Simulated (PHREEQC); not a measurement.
Consider water at 25 °C with 0.25 mol/kgw H2SO4, 0.00062 mol/kgw NiSO4 and 0.00059 mol/kgw Fe2(SO4)3. Closed to the air; pH follows from the charge balance.

Equilibrium calculation in PHREEQC: ion-association model, wateq4f.dat.

Question: The ionic strength comes out as 0.311 mol/kgw. What activity coefficients do HSO4-, Fe(SO4)2-, H+, FeHSO4+2, FeSO4+ get?

Answer: HSO4- 0.70, Fe(SO4)2- 0.73, H+ 0.78, FeHSO4+2 0.29, FeSO4+ 0.71.

Precipitation was switched off in this run.
